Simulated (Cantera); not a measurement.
A perfectly stirred reactor is fed with CH₄ : N₂ = 1 : 3.1 (molar parts), at 443 Torr; it is held at 1500 K, and followed from long to short residence time.

Cantera simulation using GRI-Mech 3.0 (53 species, 325 reactions); the numbers are that mechanism's predictions, not measurements. GRI-Mech 3.0 stops at C3 and has no aromatics, soot or wall deposition, so with more carbon than oxygen in the feed, carbon stays in small species such as C2H2 where larger ones or solid carbon would form.

One state of this run: x CH₄ = 0.238; x C₂H₆ = 0.000450; x C₂H₂ = 0.000863; x H = 3.15e-7; x C₂H₄ = 0.00138; x H₂ = 0.00589. x: mole fraction; the columns are a selection and need not sum to one.

Task: Which value of τ (s) does it belong to?
A) 0.24
B) 0.023
C) 0.013
D) 0.43

Result: B, 0.023
